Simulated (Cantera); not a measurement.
Input: 1 mol BCl₃, 0.089 mol H₂O, 0.61 mol H₂, held at 1098 K and 10.0 mbar.

Method: chemical equilibrium by Gibbs-energy minimisation in Cantera with the NASA 1993 tables (ideal gas, pure condensed phases). Candidate condensed phases: B, B₂O₃, B₃O₃H₃, H₂O; 33 gas species. The tables' values for BOCl, BCl₂ are old estimates; treat these amounts as uncertain. Gases not in the tables: BHCl₂. Equilibrium is a limit: real reactors are often held back by kinetics, nucleation or transport.

Base state: BCl₃ 0.489, H₂ 0.302, HCl 0.192, B₃O₃Cl₃ 0.0169, BOCl 3.66e-5, BCl₂ 2.94e-5, HBO 2.45e-5, B₃O₃H₃ 1.54e-5 (mole fractions); condensed: B(s).

Question: What changes in the equilibrium state with this change: H₂O from 0.089 to 3.9 mol?

Answer: 
| species | before | after |
|---|---|---|
| HCl | 0.192 | 0.499 |
| H₂O | 1.92e-8 | 0.398 |
| H₂ | 0.302 | 0.101 |
| BCl₃ | 0.489 | <1e-9 |
| B₃O₃Cl₃ | 0.0169 | <1e-9 |
| HBO₂ | 8.76e-8 | 0.00106 |
| (HBO₂)₃ | <1e-9 | 0.000442 |
| BCl₂ | 2.94e-5 | <1e-9 |
| B₃O₃H₃ | 1.54e-5 | <1e-9 |
| HBO | 2.45e-5 | 4.82e-9 |
| B(s), mol | 0.0529 | 0 |
| B₂O₃(l), mol | 0 | 0.493 |
Gases not in the tables: H₃BO₃.
